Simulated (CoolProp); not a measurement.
Vapour pressure (MPa) of tetrahydrofuran: the reference equation beside estimates from Tc = 540.2 K, pc = 5.304 MPa, ω = 0.234. Clausius-Clapeyron is anchored at 444.5 K with a constant enthalpy of vaporisation of 22.98 kJ/mol.

Values from CoolProp's reference Helmholtz-energy equation of state, Fiedler 2023.

```json
[
 {"T (K)": "412.4", "reference": "0.6783", "Lee-Kesler": "0.6859", "Clausius-Clapeyron": "0.7747", "van der Waals": "1.632", "Redlich-Kwong": "0.9261", "Soave-Redlich-Kwong": "0.6871"},
 {"T (K)": "420.4", "reference": "…", "Lee-Kesler": "0.8087", "Clausius-Clapeyron": "0.8801", "van der Waals": "…", "Redlich-Kwong": "1.069", "Soave-Redlich-Kwong": "0.8111"},
 {"T (K)": "428.5", "reference": "0.9356", "Lee-Kesler": "0.9488", "Clausius-Clapeyron": "0.9966", "van der Waals": "1.955", "Redlich-Kwong": "1.228", "Soave-Redlich-Kwong": "0.9529"},
 {"T (K)": "436.5", "reference": "1.088", "Lee-Kesler": "1.104", "Clausius-Clapeyron": "1.122", "van der Waals": "2.129", "Redlich-Kwong": "1.400", "Soave-Redlich-Kwong": "1.110"},
 {"T (K)": "444.5", "reference": "1.257", "Lee-Kesler": "1.277", "Clausius-Clapeyron": "1.257", "van der Waals": "2.313", "Redlich-Kwong": "1.588", "Soave-Redlich-Kwong": "1.286"},
 {"T (K)": "452.6", "reference": "1.448", "Lee-Kesler": "1.472", "Clausius-Clapeyron": "1.405", "van der Waals": "2.510", "Redlich-Kwong": "…", "Soave-Redlich-Kwong": "1.485"},
 {"T (K)": "460.6", "reference": "1.657", "Lee-Kesler": "1.685", "Clausius-Clapeyron": "1.562", "van der Waals": "2.713", "Redlich-Kwong": "2.019", "Soave-Redlich-Kwong": "1.702"},
 {"T (K)": "468.6", "reference": "1.888", "Lee-Kesler": "1.919", "Clausius-Clapeyron": "1.731", "van der Waals": "2.927", "Redlich-Kwong": "2.259", "Soave-Redlich-Kwong": "1.941"},
 {"T (K)": "476.6", "reference": "2.142", "Lee-Kesler": "2.177", "Clausius-Clapeyron": "1.911", "van der Waals": "3.151", "Redlich-Kwong": "2.518", "Soave-Redlich-Kwong": "2.204"},
 {"T (K)": "484.7", "reference": "2.425", "Lee-Kesler": "2.464", "Clausius-Clapeyron": "2.105", "van der Waals": "3.388", "Redlich-Kwong": "2.800", "Soave-Redlich-Kwong": "…"},
 {"T (K)": "492.7", "reference": "2.731", "Lee-Kesler": "2.775", "Clausius-Clapeyron": "2.310", "van der Waals": "3.632", "Redlich-Kwong": "3.098", "Soave-Redlich-Kwong": "2.811"},
 {"T (K)": "500.7", "reference": "3.068", "Lee-Kesler": "3.114", "Clausius-Clapeyron": "2.526", "van der Waals": "3.887", "Redlich-Kwong": "…", "Soave-Redlich-Kwong": "3.154"},
 {"T (K)": "508.8", "reference": "…", "Lee-Kesler": "3.490", "Clausius-Clapeyron": "2.758", "van der Waals": "4.156", "Redlich-Kwong": "3.760", "Soave-Redlich-Kwong": "3.531"},
 {"T (K)": "516.8", "reference": "3.847", "Lee-Kesler": "3.895", "Clausius-Clapeyron": "3.000", "van der Waals": "4.433", "Redlich-Kwong": "4.121", "Soave-Redlich-Kwong": "…"}
]
```

Task: Some entries are withheld; supply them.

Result: 
- 420.4, reference: 0.7984
- 420.4, van der Waals: 1.788
- 452.6, Redlich-Kwong: 1.796
- 484.7, Soave-Redlich-Kwong: 2.496
- 500.7, Redlich-Kwong: 3.416
- 508.8, reference: 3.441
- 516.8, Soave-Redlich-Kwong: 3.935

Absolute difference from the reference over all 14 rows, mean and median: Lee-Kesler 1.5 and 1.5 %, Clausius-Clapeyron 10.7 and 10.5 %, van der Waals 66.3 and 59.4 %, Redlich-Kwong 21.2 and 20.7 %, Soave-Redlich-Kwong 2.4 and 2.6 %.
